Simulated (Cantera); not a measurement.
Thermodynamics of hydrogen reduction and annealing atmospheres, feed V2O5 + H2

Input: 1 mol V2O5, a varied amount of H2, equilibrated at 873 K and 10.0 Torr.

These are equilibrium values from Cantera (NASA tables, ideal gas, pure condensed phases), not measurements of a reactor. Candidate condensed phases: H2O, V, VO, V2O3, V2O4, V2O5; 12 gas species. Condensed phases not in the tables: the oxides between V2O3 and V2O5 other than VO2. Gases not in the tables: V4O10. Kinetics and transport are ignored.

From 0.48 mol H2 to 0.87 mol H2 the condensed part is V2O4(s) + V2O5(s). At 1.6 mol H2 the condensed part is V2O3(s) + V2O4(s). From 2.9 mol H2 to 100 mol H2 the condensed part is V2O3(s).

```csv
n(H2) (mol),x H2O,x H2,x O2,x OH,n V2O4(s),n V2O5(s),n V2O3(s)
0.48,1.000,4.96e-10,0.000404,1.31e-8,0.480,0.520,0
0.87,1.000,4.96e-10,0.000404,1.31e-8,0.871,0.129,0
1.6,1.000,0.000221,<1e-12,1.96e-11,0.400,0,0.600
2.9,0.690,0.310,<1e-12,<1e-12,0,0,1.00
5.2,0.385,0.615,<1e-12,<1e-12,0,0,1.00
9.4,0.213,0.787,<1e-12,<1e-12,0,0,1.00
17,0.118,0.882,<1e-12,<1e-12,0,0,1.00
31,0.0645,0.935,<1e-12,<1e-12,0,0,1.00
56,0.0357,0.964,<1e-12,<1e-12,0,0,1.00
100,0.0200,0.980,<1e-12,<1e-12,0,0,1.00
```
x: gas mole fraction; n: condensed amount in mol.
